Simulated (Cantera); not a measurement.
Input: 1 mol HBr, 0.16 mol O2, 35 mol N2, at 2877 °C and 96.0 bar.

Equilibrium computed with Cantera from the NASA thermochemical tables; the gas is ideal and each condensed phase is pure. Candidate condensed phases: Br2, H2O; 27 gas species. The ideal-gas law is rough above about 30 bar. The numbers say what is thermodynamically allowed, not how fast it happens.

Base state: N2 0.960, Br 0.0191, HBr 0.00820, H2O 0.00544, H2 0.00303, NO 0.00182, H 0.00138, OH 0.000916 (mole fractions); condensed: gas only.

Question: What changes in the equilibrium state with this change: temperature from 2877 °C to 2427 °C?

Answer: 
```json
[
 {"species": "N2", "before": "0.960", "after": "0.963"},
 {"species": "Br", "before": "0.0191", "after": "0.0164"},
 {"species": "HBr", "before": "0.00820", "after": "0.0107"},
 {"species": "H", "before": "0.00138", "after": "0.000176"},
 {"species": "O", "before": "0.000251", "after": "4.32e-5"},
 {"species": "H2", "before": "0.00303", "after": "0.000919"}
]
```

Question: What changes in the equilibrium state with this change: N2 from 35 to 5.6 mol?

Answer: 
```tsv
species	before	after
N2	0.960	0.804
Br	0.0191	0.0853
HBr	0.00820	0.0555
H2O	0.00544	0.0343
Br2	7.85e-5	0.00157
O2	0.000177	0.00133
OH	0.000916	0.00381
```

Question: What changes in the equilibrium state with this change: temperature from 2877 °C to 2252 °C?

Answer: 
| species | before | after |
|---|---|---|
| N2 | 0.960 | 0.964 |
| Br | 0.0191 | 0.0156 |
| HBr | 0.00820 | 0.0113 |
| H | 0.00138 | 5.92e-5 |
| O | 0.000251 | 2.03e-5 |
| H2 | 0.00303 | 0.000428 |
| Br2 | 7.85e-5 | 0.000367 |
| OH | 0.000916 | 0.000223 |
